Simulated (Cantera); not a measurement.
Thermodynamics of silicon nitride deposition, feed SiHCl3 + NH3 + N2

Input: 1 mol SiHCl3, 0.76 mol NH3, 3.1 mol N2, at 0.133 bar.

Method: chemical equilibrium by Gibbs-energy minimisation in Cantera with the NASA 1993 tables (ideal gas, pure condensed phases). Candidate condensed phases: NH4Cl, Si, Si3N4; 28 gas species. The tables' values for SiCl3 are old estimates; treat these amounts as uncertain. Rates play no part.

From 900 K to 1500 K the condensed part is Si3N4(s). The main Si-bearing gas is SiCl4 throughout. The share of Si in condensed phases is highest at 1275 K (68.5 %) and lowest at 1500 K (61.8 %).

| T (K) | x N2 | x HCl | x H2 | x SiCl4 | x SiCl2 | x SiCl3 | n Si3N4(s) |
|---|---|---|---|---|---|---|---|
| 900 | 0.526 | 0.254 | 0.154 | 0.0651 | 7.74e-9 | 3.25e-6 | 0.207 |
| 975 | 0.523 | 0.267 | 0.147 | 0.0616 | 1.38e-7 | 1.73e-5 | 0.213 |
| 1050 | 0.521 | 0.278 | 0.142 | 0.0586 | 1.62e-6 | 7.23e-5 | 0.219 |
| 1125 | 0.519 | 0.287 | 0.137 | 0.0560 | 1.35e-5 | 0.000248 | 0.223 |
| 1200 | 0.518 | 0.295 | 0.133 | 0.0534 | 8.59e-5 | 0.000723 | 0.226 |
| 1275 | 0.516 | 0.301 | 0.129 | 0.0506 | 0.000434 | 0.00184 | 0.228 |
| 1350 | 0.515 | 0.304 | 0.127 | 0.0468 | 0.00180 | 0.00411 | 0.228 |
| 1425 | 0.514 | 0.304 | 0.125 | 0.0410 | 0.00617 | 0.00802 | 0.222 |
| 1500 | 0.514 | 0.296 | 0.126 | 0.0319 | 0.0175 | 0.0132 | 0.206 |
x: gas mole fraction; n: condensed amount in mol.
